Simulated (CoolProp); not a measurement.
Vapour-liquid equilibrium of ethanol (1) + p-xylene (2) at 1.67 bar; x and y are mole fractions of (1).

Computed with CoolProp (multi-fluid Helmholtz-energy mixture model, Schroeder 2014 and Zhou 2012; pair parameters Bell 2016).

Give the bubble temperature and the first vapour's composition at x = 0.05, 0.15, 0.35. Is there an azeotrope?

x = 0.05: 399.4 K, y = 0.570; x = 0.15: 379.9 K, y = 0.774; x = 0.35: 372.5 K, y = 0.834. No azeotrope shows between x = 0.05 and 0.95.

Pair parameters are fitted to limited data, so mixtures are less certain than the pure fluids. With so large a gap from Raoult's law the liquid may split in two, which this calculation doesn't test in full.
